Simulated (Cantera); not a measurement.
Feed: 1 mol CaO, 1.4 mol HBr, 9.5 mol H₂, at 1625 K and 1.00 Torr.

These are equilibrium values from Cantera (NASA tables, ideal gas, pure condensed phases), not measurements of a reactor. Candidate condensed phases: Br₂, Ca, CaBr₂, CaO, Ca(OH)₂, H₂O; 19 gas species. Kinetics and transport are ignored.

Base state: H₂ 0.870, H₂O 0.0474, CaBr₂ 0.0473, HBr 0.0294, Br 0.00395, H 0.00180, CaBr 2.14e-5 (mole fractions); condensed: CaO(s).

**Question.** What changes in the equilibrium state with this change: CaO replaced by SiO₂?

**Answer.** 
```tsv
species	before	after
H₂	0.870	0.860
HBr	0.0294	0.112
Br	0.00395	0.0151
CaBr₂	0.0473	0
H₂O	0.0474	0.00556
SiO	0	0.00556
CaBr	2.14e-5	0
H	0.00180	0.00179
CaO(s), mol	0.482	0
SiO₂(β-quartz), mol	0	0.939
```
The tables hold silica as quartz up to 1696 K and as liquid above; real silica turns to tridymite and cristobalite and melts near 1996 K. Further candidate phases: Si, SiO₂.
